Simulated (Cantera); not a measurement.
Cantera run:

```python
import numpy as np
import cantera as ct

gas_names = """
    CL CL2 H HCL H2 N NH NH2 NH3 N2 N2H2 N2H4 Si SiCL SiCL2 SiCL3 SiCL4 SiH SiHCL3 SiH2 SiH2CL2 SiH3
    SiH3CL SiH4 SiN Si2 Si2N Si3
""".split()
cond_names = """
    NH4CL(a) NH4CL(b) Si(cr) Si(L) Si3N4(a)
""".split()


def load(file, names, dense=False):
    # The tables refer to 1 bar. Condensed volumes are neglected.
    table = {s.name: s for s in ct.Species.list_from_file(file)}
    out = []
    for n in names:
        d = dict(table[n].input_data)
        d["thermo"] = dict(d["thermo"], **{"reference-pressure": 1e5})
        if dense:
            d["equation-of-state"] = {"model": "constant-volume", "density": "1e6 g/cm^3"}
        out.append(ct.Species.from_dict(d))
    return out


gas = ct.Solution(thermo="ideal-gas", species=load("nasa_gas.yaml", gas_names))
cond = {s.name: ct.Solution(thermo="fixed-stoichiometry", species=[s], name=s.name)
        for s in load("nasa_condensed.yaml", cond_names, dense=True)}
atoms = {
    'SiHCl3': {'Si': 1, 'H': 1, 'CL': 3},
    'N2': {'N': 2},
}
top_T = {'Si3N4(a)': 2400}  # K; cautious upper limits of use, not melting points


def equilibrate(T, P, feed):
    n = {}
    for name, mol in feed.items():
        for a, k in atoms[name].items():
            n[a] = n.get(a, 0.0) + k * mol
    gas.TPX = T, P, n
    mass = sum(n.values()) * gas.mean_molecular_weight
    gas.equilibrate("TP")
    valid = [c for c in cond.values() if c.min_temp <= T <= top_T.get(c.name, c.max_temp)]
    mix = ct.Mixture([(gas, mass / gas.mean_molecular_weight)] + [(c, 0.0) for c in valid])
    mix.T, mix.P = T, P
    mix.equilibrate("TP", solver="vcs", rtol=1e-11, max_steps=5000)
    return mix


results = []
T = 1848  # K
P = 9.9  # Pa
for m in [1.8, 2.7, 3.8, 5.6, 8, 12, 17, 24]:
    feed = {'SiHCl3': 1, 'N2': m}  # mol
    mix = equilibrate(T, P, feed)
    results.append((T, P, feed, dict(zip(mix.species_names, mix.species_moles))))
    x = sorted(zip(gas.X, gas.species_names), reverse=True)
    print(f"T = {T:g} K  P = {P:g} Pa  n(N2) = {m:g} mol  gas = {mix.phase_moles(0):.4g} mol")
    print("   x: " + "  ".join(f"{s} {v:.3e}" for v, s in x if v > 1e-05))
    print("   condensed (mol): " + ("  ".join(f"{mix.phase(i).name} {mix.phase_moles(i):.4g}"
          for i in range(1, mix.n_phases) if mix.phase_moles(i) > 1e-12) or "none"))
```

Result:

```
T = 1848 K  P = 9.9 Pa  n(N2) = 1.8 mol  gas = 3.94 mol
   x: N2 4.568e-01  SiCL2 2.471e-01  HCL 2.037e-01  CL 5.671e-02  H2 2.117e-02  H 7.753e-03  Si 2.758e-03  SiCL 2.520e-03  SiCL3 1.415e-03  SiCL4 1.197e-05
   condensed (mol): none
T = 1848 K  P = 9.9 Pa  n(N2) = 2.7 mol  gas = 4.855 mol
   x: N2 5.561e-01  SiCL2 1.997e-01  HCL 1.634e-01  CL 4.970e-02  H2 1.773e-02  H 7.096e-03  Si 2.902e-03  SiCL 2.324e-03  SiCL3 1.002e-03
   condensed (mol): none
T = 1848 K  P = 9.9 Pa  n(N2) = 3.8 mol  gas = 5.972 mol
   x: N2 6.363e-01  SiCL2 1.615e-01  HCL 1.313e-01  CL 4.367e-02  H2 1.483e-02  H 6.489e-03  Si 3.040e-03  SiCL 2.139e-03  SiCL3 7.125e-04
   condensed (mol): none
T = 1848 K  P = 9.9 Pa  n(N2) = 5.6 mol  gas = 7.798 mol
   x: N2 7.182e-01  SiCL2 1.226e-01  HCL 9.905e-02  CL 3.708e-02  H2 1.171e-02  H 5.766e-03  Si 3.203e-03  SiCL 1.914e-03  SiCL3 4.593e-04  SiN 1.042e-05
   condensed (mol): none
T = 1848 K  P = 9.9 Pa  n(N2) = 8 mol  gas = 10.23 mol
   x: N2 7.821e-01  SiCL2 9.241e-02  HCL 7.438e-02  CL 3.151e-02  H2 9.144e-03  H 5.095e-03  Si 3.342e-03  SiCL 1.697e-03  SiCL3 2.940e-04  SiN 1.134e-05
   condensed (mol): none
T = 1848 K  P = 9.9 Pa  n(N2) = 12 mol  gas = 14.27 mol
   x: N2 8.406e-01  SiCL2 6.495e-02  HCL 5.234e-02  CL 2.595e-02  H2 6.676e-03  H 4.354e-03  Si 3.463e-03  SiCL 1.448e-03  SiCL3 1.702e-04  SiN 1.218e-05
   condensed (mol): none
T = 1848 K  P = 9.9 Pa  n(N2) = 17 mol  gas = 19.33 mol
   x: N2 8.796e-01  SiCL2 4.687e-02  HCL 3.806e-02  CL 2.188e-02  H2 4.963e-03  H 3.754e-03  Si 3.513e-03  SiCL 1.239e-03  SiCL3 1.036e-04  SiN 1.265e-05
   condensed (mol): none
T = 1848 K  P = 9.9 Pa  n(N2) = 24 mol  gas = 26.39 mol
   x: N2 9.094e-01  SiCL2 3.327e-02  HCL 2.744e-02  CL 1.847e-02  H2 3.621e-03  Si 3.500e-03  H 3.207e-03  SiCL 1.042e-03  SiCL3 6.205e-05  SiN 1.281e-05
   condensed (mol): none
```

Equilibrium computed with Cantera from the NASA thermochemical tables; the gas is ideal and each condensed phase is pure. The tables' values for SiCl, SiCl3, SiN are old estimates; treat these amounts as uncertain.
